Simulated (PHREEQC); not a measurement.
# Reverse-osmosis permeate: speciation

Synthetic water in mg/kgw, 78 °C, pH 5.94, pe 12.9: Na 2.96; K 1.63; Ca 2.55; Mg 0.51; Cl 3.63; S(6) as SO4 6.65; Alkalinity as HCO3 5.92; Li 0.0234; Br 0.129; B 0.076; O(0) (dissolved oxygen) 0.00251; F 0.0482; Zn 0.0766.

Valence states are taken as typed.

Equilibrium calculation in PHREEQC: ion-association model, phreeqc.dat.

The ionic strength is 0.000493 mol/kgw. The specific conductance is 102 µS/cm and the charge-balance error comes out as 0.5 %.

```csv
species,molality,activity,log γ
CO2,0.000234,0.000234,0.000
Na+,0.000129,0.000125,-0.012
Cl-,0.000102,9.95e-5,-0.012
HCO3-,9.78e-5,9.51e-5,-0.012
SO4-2,6.74e-5,6.03e-5,-0.049
Ca+2,6.27e-5,5.61e-5,-0.049
K+,4.17e-5,4.05e-5,-0.012
Mg+2,2.01e-5,1.80e-5,-0.048
H3BO3,7.02e-6,7.02e-6,0.000
Li+,3.37e-6,3.28e-6,-0.012
F-,2.52e-6,2.45e-6,-0.012
Br-,1.61e-6,1.57e-6,-0.012
H+,1.18e-6,1.15e-6,-0.012
Zn+2,1.11e-6,9.90e-7,-0.049
```

This is a speciation only: nothing precipitates in the calculation. Species that the database lacks are ignored. Away from 25 °C the constants follow the database's enthalpies or fits; those with neither stay at their 25 °C values. Real BF4- forms and hydrolyses slowly; the run takes it at equilibrium.
